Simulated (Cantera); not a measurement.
## Cr2O3 + H2 (hydrogen reduction and annealing atmospheres)

Input: 1 mol Cr2O3, a varied amount of H2, at 9.60 mbar.

Method: chemical equilibrium by Gibbs-energy minimisation in Cantera with the NASA 1993 tables (ideal gas, pure condensed phases). Candidate condensed phases: Cr, Cr2O3, H2O; 13 gas species. Mutual solubility and eutectic melting of coexisting phases are not modelled. Kinetics and transport are ignored.

Map the stable condensed phases over T = 900, 1000, 1100, 1200, 1300, 1400, 1500, 1600, 1700, 1800, 1900, 2000, 2100 K and n(H2) in mol = 47, 58, 71, 87, 110, 130, 160, 200, 240, 300.


```
T in K \ n(H2) in mol
          47  58  71  87 110 130 160 200 240 300
   2100    A   A   A   A   A   A   A   A   A   A
   2000    B   B   B   A   A   A   A   A   A   A
   1900    B   B   B   B   B   B   A   A   A   A
   1800    B   B   B   B   B   B   B   B   B   B
   1700    C   C   C   C   C   C   C   C   C   C
   1600    C   C   C   C   C   C   C   C   C   C
   1500    C   C   C   C   C   C   C   C   C   C
   1400    C   C   C   C   C   C   C   C   C   C
   1300    C   C   C   C   C   C   C   C   C   C
   1200    C   C   C   C   C   C   C   C   C   C
   1100    C   C   C   C   C   C   C   C   C   C
   1000    C   C   C   C   C   C   C   C   C   C
    900    B   B   B   B   B   B   B   C   C   C
```
A: gas only; B: Cr2O3; C: Cr + Cr2O3.
